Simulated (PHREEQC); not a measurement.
**Silver or lead bath**

Consider water at 25 °C with 0.0021 mol/kgw Ag2SO4, 0.16 mol/kgw KNO3 and 0.0053 mol/kgw Zn(NO3)2. Closed to the air; pH follows from the charge balance.

The numbers come from PHREEQC with the ion-association model, wateq4f.dat.

Each row changes one thing in this solution. This is a speciation only: nothing precipitates in the calculation.

| case | pH | Zn+2 (mol/kgw) | SO4-2 (mol/kgw) | KSO4- (mol/kgw) | ZnSO4 (mol/kgw) | Zn(SO4)2-2 (mol/kgw) | SI of Zincite(c) (ZnO) |
|---|---|---|---|---|---|---|---|
| as made | 5.85 | 0.00513 | 0.00143 | 0.000465 | 0.000169 | 1.95e-6 | -2.20 |
| temperature from 25 to 70 °C | 5.24 | 0.00513 | 0.00120 | 0.000698 | 0.000160 | 1.16e-6 | -1.36 |
| temperature from 25 to 30 °C | 5.78 | 0.00513 | 0.00140 | 0.000492 | 0.000169 | 1.85e-6 | -2.09 |
| diluted 5-fold with water | 6.10 | 0.00104 | 0.000355 | 3.96e-5 | 2.25e-5 | 6.65e-8 | -2.20 |
| Ag2SO4 replaced by K2SO4 at the same molality | 5.85 | 0.00513 | 0.00144 | 0.000482 | 0.000170 | 1.99e-6 | -2.20 |

Constants without temperature data keep their 25 °C values here.
